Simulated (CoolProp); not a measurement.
Vapour-liquid equilibrium of ethylbenzene (1) + o-xylene (2) at 520.9 K; x and y are mole fractions of (1).

Values from CoolProp's multi-fluid Helmholtz-energy mixture model, Zhou 2012 and Zhou 2012; pair parameters Bell 2016.

```csv
x,"bubble pressure, mixture model (MPa)","bubble pressure, Raoult's law (MPa)","y, mixture model","y, Raoult's law"
0.05,0.8576,0.8578,0.056,0.058
0.125,0.8679,0.8681,0.139,0.142
0.2,0.8787,0.8784,0.220,0.225
0.275,0.8897,0.8887,0.300,0.306
0.35,0.9008,0.8990,0.379,0.385
0.425,0.9119,0.9093,0.455,0.462
0.5,0.9230,0.9196,0.530,0.537
0.575,0.9339,0.9298,0.604,0.611
0.65,0.9445,0.9401,0.676,0.683
0.725,0.9548,0.9504,0.747,0.754
0.8,0.9646,0.9607,0.816,0.823
0.875,0.9739,0.9710,0.885,0.890
0.95,0.9827,0.9813,0.954,0.957
```

The largest gap from Raoult's law is +0.5 % in bubble pressure, at x = 0.65. No azeotrope shows between x = 0.05 and 0.95.

The pair parameters rest on a limited set of measurements; away from them the model extrapolates.
